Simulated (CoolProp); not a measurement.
A single-stage vapour-compression cycle with the fluid: evaporating at 302.15 K (dew point), condensing at 353.15 K (bubble point), superheat 2 K, subcooling 0 K, compressor efficiency 0.6, no pressure losses. The same conditions are run with several fluids, on thermodynamics alone (safety and materials aside).

The numbers come from the reference Helmholtz-energy equation of state of each fluid (methanol: de Reuck 1993; R365MFC: Lemmon 2016; propyne: Polt 1992; tetrahydrofuran: Fiedler 2023; cyclohexane: Zhou 2014; cyclopropane: Polt 1992) in CoolProp. The equations of Platzer and Polt are older, rougher fits.

```json
[
 {"fluid": "methanol", "cooling COP": "3.09", "pressure ratio": "?", "discharge temperature (K)": "501.7", "refrigerating effect (kJ/kg)": "?", "volumetric capacity (kJ/m³)": "278"},
 {"fluid": "R365MFC", "cooling COP": "2.67", "pressure ratio": "5.29", "discharge temperature (K)": "353.9", "refrigerating effect (kJ/kg)": "122", "volumetric capacity (kJ/m³)": "491"},
 {"fluid": "propyne", "cooling COP": "2.72", "pressure ratio": "3.44", "discharge temperature (K)": "389.4", "refrigerating effect (kJ/kg)": "325", "volumetric capacity (kJ/m³)": "3810"},
 {"fluid": "tetrahydrofuran", "cooling COP": "3.09", "pressure ratio": "6.09", "discharge temperature (K)": "395.3", "refrigerating effect (kJ/kg)": "351", "volumetric capacity (kJ/m³)": "260"},
 {"fluid": "cyclohexane", "cooling COP": "?", "pressure ratio": "6.38", "discharge temperature (K)": "372.2", "refrigerating effect (kJ/kg)": "291", "volumetric capacity (kJ/m³)": "152"},
 {"fluid": "cyclopropane", "cooling COP": "2.64", "pressure ratio": "3.14", "discharge temperature (K)": "384.5", "refrigerating effect (kJ/kg)": "270", "volumetric capacity (kJ/m³)": "4190"}
]
```

Task: Some entries are withheld; supply them.

Result: 
- methanol, pressure ratio: 8.69
- methanol, refrigerating effect (kJ/kg): 1030
- cyclohexane, cooling COP: 2.99
